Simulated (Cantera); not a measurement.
Cantera run:

```python
import numpy as np
import cantera as ct

gas_names = """
    CL CL2 H HCL H2 N NH NH2 NH3 N2 N2H2 N2H4 Si SiCL SiCL2 SiCL3 SiCL4 SiH SiHCL3 SiH2 SiH2CL2 SiH3
    SiH3CL SiH4 SiN Si2 Si2N Si3
""".split()
cond_names = """
    NH4CL(a) NH4CL(b) Si(cr) Si(L) Si3N4(a)
""".split()


# ... load() reads the species with a 1 bar reference pressure and builds the phases ...
atoms = {
    'Si3N4': {'Si': 3, 'N': 4},
    'HCl': {'H': 1, 'CL': 1},
}
top_T = {'Si3N4(a)': 2400}  # K; cautious upper limits of use, not melting points


# ... equilibrate(T, P, feed) seeds the gas with the atoms and calls Mixture.equilibrate('TP', solver="vcs", rtol=1e-11, max_steps=5000) ...
results = []
T = 1723  # K
P = 6  # Pa
for m in [2.8, 3.9, 5.3, 7.4, 10, 14, 20, 27, 38, 52, 73]:
    feed = {'Si3N4': 1, 'HCl': m}  # mol
    mix = equilibrate(T, P, feed)
    results.append((T, P, feed, dict(zip(mix.species_names, mix.species_moles))))

top = {s: max(r[3][s] / sum(r[3][g] for g in gas_names) for r in results) for s in gas_names}
cols = sorted((s for s in top if top[s] > 1e-06), key=lambda s: -top[s])[:8]
seen = [c for c in cond_names if any(r[3].get(c, 0) > 1e-12 for r in results)]
print("log10 of partial pressures in bar; condensed amounts in mol")
print(f"{'n(HCl)':>10s}" + "".join(f"{s[:9]:>10s}" for s in cols + seen))
for T, P, feed, n in results:
    ng = sum(n[g] for g in gas_names)
    print(f"{feed['HCl']:10.4g}" + "".join(f"{np.log10(max(n[s] / ng * P / 1e5, 1e-99)):10.3f}" for s in cols)
          + "".join(f"{n.get(c, 0):10.4g}" for c in seen))
```

Result:

```
log10 of partial pressures in bar; condensed amounts in mol
    n(HCl)       HCL        N2     SiCL2        H2        CL        Si         H      SiCL     Si(L)
       2.8    -5.150    -4.614    -4.880    -4.881    -6.559    -6.007    -6.179    -6.572     1.809
       3.9    -5.095    -4.704    -4.825    -4.826    -6.532    -6.007    -6.152    -6.545     1.355
       5.3    -5.054    -4.796    -4.784    -4.785    -6.512    -6.007    -6.132    -6.524    0.7776
       7.4    -4.987    -4.905    -4.757    -4.757    -6.459    -6.085    -6.118    -6.550         0
        10    -4.713    -5.007    -4.840    -4.836    -6.145    -6.796    -6.157    -6.947         0
        14    -4.547    -5.132    -4.962    -4.946    -5.924    -7.361    -6.212    -7.290         0
        20    -4.447    -5.271    -5.101    -5.064    -5.765    -7.818    -6.271    -7.588         0
        27    -4.395    -5.393    -5.223    -5.159    -5.665    -8.139    -6.319    -7.810         0
        38    -4.356    -5.534    -5.365    -5.258    -5.577    -8.458    -6.368    -8.040         0
        52    -4.332    -5.666    -5.498    -5.337    -5.513    -8.717    -6.408    -8.236         0
        73    -4.315    -5.810    -5.642    -5.409    -5.460    -8.968    -6.444    -8.434         0
```

Cantera equilibrium calculation (NASA polynomials, part measured and part estimated; ideal gas, pure solids and liquids). The tables' values for SiCl, SiCl3, SiN are old estimates; treat these amounts as uncertain.
